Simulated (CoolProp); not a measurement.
c-C4F8 (RC318) at 293.15 K and 20 MPa is throttled through a valve to 8.57 MPa with no heat exchange. Each further row changes one setting.

Values from CoolProp's reference Helmholtz-energy equation of state, Platzer 1990. This equation is an older, rougher fit; its heat capacities, sound speeds and derivatives of the liquid may be far off and weren't checked against measurements.

```
case                      temperature change (K)  final density (kg/m³)
------------------------  ----------------------  ---------------------
as stated                                   +2.9                   1560
outlet pressure 2.57 MPa                    +4.0                   1520
outlet pressure 11.1 MPa                    +2.3                   1570
```
